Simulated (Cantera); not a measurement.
Input: 1 mol Si₃H₈, 120 mol H₂, held at 1275 K and 13.3 mbar.

Method: chemical equilibrium by Gibbs-energy minimisation in Cantera with the NASA 1993 tables (ideal gas, pure condensed phases). Candidate condensed phases: Si; 9 gas species. The feed counts by its element totals alone. Rates play no part.

Base state: H₂ 1.000 (mole fractions); condensed: Si(s).

**Question.** What changes in the equilibrium state with this change: temperature from 1275 K to 1748 K?

**Answer.** 
| species | before | after |
|---|---|---|
| H₂ | 1.000 | 0.998 |
| H | 6.38e-6 | 0.00198 |
| Si | 1.45e-9 | 0.000109 |
| SiH | 1.59e-9 | 1.68e-5 |
| SiH₂ | 4.94e-8 | 2.05e-5 |
| Si(s), mol | 3.00 | 0 |
| Si(l), mol | 0 | 2.98 |
Gases not in the tables: Si₂H₆ and higher silanes.
